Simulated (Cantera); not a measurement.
A jet of 6.98 % CH4, 13.1 % O2, 79.9 % N2 at 300 K and 90.0 Torr hits a platinum plate 4.8 cm away at a mass flux of 0.025 kg/m²/s; the plate temperature is set and raised in steps from an oxygen-covered start.

Computed with Cantera and Deutschmann's 1995 Pt surface mechanism with GRI-Mech 3.0 gas chemistry. Catalytic surfaces can have several steady states; this one follows from the mechanism file's or the stated starting coverage.

x: mole fraction at the wall; θ: surface coverage.

```csv
plate T (K),wall x CH4,wall x O2,wall x H2O,wall x OH,wall x CO,wall x CO2,θ free Pt,θ CO*,θ C*
950,0.00312,0.00168,0.123,<1e-8,0.0235,0.0546,0.771,0.227,[?]
1000,0.00250,0.00142,0.123,<1e-8,0.0250,0.0534,0.864,0.134,[?]
1050,0.00222,0.00131,0.122,<1e-8,0.0249,0.0539,0.926,0.0728,[?]
1100,0.00210,0.00128,0.121,1.38e-8,0.0235,0.0557,0.961,0.0376,[?]
1150,0.00207,0.00130,0.119,3.40e-8,0.0212,0.0584,0.980,0.0190,[?]
```

Q: Fill in the missing entries.

A: 
- 950, θ C*: 0.00163
- 1000, θ C*: 0.00129
- 1050, θ C*: 0.000889
- 1100, θ C*: 0.000555
- 1150, θ C*: 0.000327
